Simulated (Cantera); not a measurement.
A freely propagating, adiabatic, planar premixed flame of 9.25 % CH₄, 19.1 % O₂, 71.7 % N₂, equivalence ratio 0.97, unburnt at 698 K and 0.560 bar; multicomponent+Soret transport, grid criteria slope 0.08 and curve 0.16, no radiation.

Detailed kinetics in Cantera: GRI-Mech 3.0 (53 species, 325 reactions). Burning velocities carry a grid error of a few per cent, more on coarse grids.

x: mole fraction of selected species; z is measured from the peak of heat release.

```csv
z (mm),T (K),u (m/s),x CH₄,x O₂,x O,x C₂H₂,x H₂,x H₂O
-1.53,698,1.99,0.0924,0.190,<1e-8,<1e-8,0.000641,2.09e-5
-1.02,699,1.99,0.0922,0.190,<1e-8,1.19e-8,0.00192,0.000190
-0.765,703,2.01,0.0915,0.190,5.01e-8,8.81e-8,0.00365,0.000854
-0.510,738,2.11,0.0881,0.187,8.67e-7,1.12e-6,0.00743,0.00524
-0.255,?,3.01,0.0664,0.163,3.16e-5,2.18e-5,0.0163,0.0370
-0.127,?,4.15,0.0380,0.124,0.000226,7.76e-5,0.0226,0.0776
0,?,5.32,0.0100,0.0760,0.00136,0.000145,0.0247,0.122
0.127,1949,5.83,0.000938,0.0461,0.00423,3.30e-5,0.0199,0.144
0.255,1988,5.93,4.66e-5,0.0348,0.00622,1.43e-6,0.0166,0.149
0.510,2022,6.01,1.57e-7,0.0289,0.00682,<1e-8,0.0158,0.149
1.02,2069,6.12,<1e-8,0.0262,0.00630,<1e-8,0.0156,0.150
2.04,2131,6.27,<1e-8,0.0241,0.00522,<1e-8,0.0142,0.154
4.08,2208,6.47,<1e-8,0.0216,0.00389,<1e-8,0.0121,0.159
```

### Question
Fill in the missing entries.

### Answer

- -0.255, T (K): 1036
- -0.127, T (K): 1411
- 0, T (K): 1787
